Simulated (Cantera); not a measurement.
An isothermal, constant-pressure homogeneous reactor starts with CH4 : CO2 : H2 = 1 : 0.31 : 0.28 (molar parts), at 1500 K and 0.132 atm. Integrator tolerance rtol = 1e-08.

Detailed kinetics in Cantera: GRI-Mech 3.0 (53 species, 325 reactions). GRI-Mech 3.0 stops at C3 and has no aromatics, soot or wall deposition, so with more carbon than oxygen in the feed, carbon stays in small species such as C2H2 where larger ones or solid carbon would form.

```
quantity                                            before                                    after
-----------------  ---------------------------------------  ---------------------------------------
x(CH4) at 50.0 s     0.0268 (gas-phase equilibrium 0.0195)    0.0620 (gas-phase equilibrium 0.0598)
x(CO2) at 50.0 s   0.00421 (gas-phase equilibrium 3.06e-8)  0.00239 (gas-phase equilibrium 1.32e-7)
x(H2) at 50.0 s        0.615 (gas-phase equilibrium 0.650)      0.599 (gas-phase equilibrium 0.615)
x(C2H) at 50.0 s   1.49e-8 (gas-phase equilibrium 1.24e-8)  6.16e-9 (gas-phase equilibrium 5.44e-9)
x(C2H6) at 50.0 s  2.97e-6 (gas-phase equilibrium 1.99e-6)  2.13e-5 (gas-phase equilibrium 1.97e-5)
```

**Question.** Name the change that produced these shifts.
(A) pressure from 0.132 atm to 0.484 atm
(B) temperature 1500 to 1225 K
(C) pressure from 0.132 atm to 9.87 atm
(D) CH4 1 to 6.2 parts

**Answer.** A, pressure from 0.132 atm to 0.484 atm
